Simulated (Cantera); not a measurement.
An adiabatic, constant-pressure homogeneous reactor starts with CO : H2 : O2 : N2 = 1 : 0.061 : 0.332 : 1.25 (molar parts), equivalence ratio 1.6, at 975 K and 9.87 atm.

Cantera simulation using GRI-Mech 3.0 (53 species, 325 reactions); the numbers are that mechanism's predictions, not measurements. The hydrogen kinetics of GRI-Mech 3.0 are dated; newer H2 mechanisms differ, most at raised pressure.

Predict: time of steepest temperature rise; temperature at 0.200 s; equilibrium temperature; x(CO) at 0.200 s; x(H2) at 0.200 s; x(O2) at 0.200 s; x(NO2) at 0.200 s; x(OH) at 0.200 s.


```json
{
 "time_of_steepest_temperature_rise": "5.07 ms",
 "temperature at 0.200 s": "2769 K",
 "equilibrium_temperature": "2769 K",
 "x(CO) at 0.200 s": "0.180 (gas-phase equilibrium 0.180)",
 "x(H2) at 0.200 s": "0.00230 (gas-phase equilibrium 0.00230)",
 "x(O2) at 0.200 s": "0.00340 (gas-phase equilibrium 0.00340)",
 "x(NO2) at 0.200 s": "1.03e-6 (gas-phase equilibrium 1.03e-6)",
 "x(OH) at 0.200 s": "0.00290 (gas-phase equilibrium 0.00290)"
}
```
